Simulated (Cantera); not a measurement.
A freely propagating, adiabatic, planar premixed flame of CO : H2 : O2 : N2 = 1 : 0.034 : 0.398 : 1.39 (molar parts), equivalence ratio 1.3, unburnt at 400 K and 0.132 atm; mixture-averaged transport, grid criteria slope 0.08 and curve 0.16, no radiation.

Detailed kinetics in Cantera: GRI-Mech 3.0 (53 species, 325 reactions). Burning velocities carry a grid error of a few per cent, more on coarse grids.

Question: Predict: laminar burning velocity; thermal thickness; peak x(H2O2); peak x(HO2).

Answer: 
* **laminar burning velocity**: 73.0 cm/s
* **thermal thickness**: 10.8 mm
* **peak x(H2O2)**: 2.66e-5
* **peak x(HO2)**: 8.97e-5
